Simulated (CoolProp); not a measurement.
Values from CoolProp's reference Helmholtz-energy equation of state, Akasaka 2020.

Question: For R1123, give the phase and the Joule-Thomson coefficient (K/MPa), fugacity coefficient at 275.3 K and 4.25 MPa; 309.1 K and 4.25 MPa.

Answer: 
- 275.3 K and 4.25 MPa: liquid; Joule-Thomson coefficient 0.0118, fugacity coefficient 0.251
- 309.1 K and 4.25 MPa: liquid; Joule-Thomson coefficient 0.719, fugacity coefficient 0.502
